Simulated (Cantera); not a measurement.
A closed system holds: 1 mol SiCl₄, 2.2 mol H₂, at 452 °C and 100000 Pa.

Cantera equilibrium calculation (NASA polynomials, part measured and part estimated; ideal gas, pure solids and liquids). Candidate condensed phases: Si; 19 gas species. Rates play no part.

Base state: H₂ 0.679, SiCl₄ 0.305, HCl 0.00800, SiHCl₃ 0.00797, SiH₂Cl₂ 1.45e-5 (mole fractions); condensed: gas only.

Question: What changes in the equilibrium state with this change: 0.18 mol O₂ added?

Answer: 
| species | before | after |
|---|---|---|
| H₂ | 0.679 | 0.544 |
| SiCl₄ | 0.305 | 0.242 |
| HCl | 0.00800 | 0.213 |
| SiH₂Cl₂ | 1.45e-5 | 1.05e-8 |
| SiHCl₃ | 0.00797 | 0.000191 |
| SiO₂(α-quartz), mol | 0 | 0.180 |
Further candidate phases: H₂O, SiO₂.
